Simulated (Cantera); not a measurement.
Input: 1 mol SiH4, 0.27 mol HCl, 4.3 mol H2, 0.039 mol Cl2, at 1325 °C and 0.0100 bar.

Equilibrium computed with Cantera from the NASA thermochemical tables; the gas is ideal and each condensed phase is pure. Candidate condensed phases: Si; 19 gas species. The tables' values for SiCl3, SiCl are old estimates; treat these amounts as uncertain. The numbers say what is thermodynamically allowed, not how fast it happens.

Base state: H2 0.953, HCl 0.0406, SiCl2 0.00595, H 0.000520, SiCl3 3.42e-5, Cl 1.75e-5, SiCl 1.30e-5 (mole fractions); condensed: Si(s).

**Question.** What changes in the equilibrium state with this change: Cl2 from 0.039 to 0.015 mol?

**Answer.** 
```json
[
 {"species": "H2", "before": "0.953", "after": "0.959"},
 {"species": "HCl", "before": "0.0406", "after": "0.0361"},
 {"species": "SiCl2", "before": "0.00595", "after": "0.00468"},
 {"species": "SiCl3", "before": "3.42e-5", "after": "2.38e-5"},
 {"species": "Cl", "before": "1.75e-5", "after": "1.55e-5"},
 {"species": "SiCl", "before": "1.30e-5", "after": "1.15e-5"},
 {"species": "H", "before": "0.000520", "after": "0.000521"},
 {"species": "Si(s), mol", "before": "0.960", "after": "0.969"}
]
```
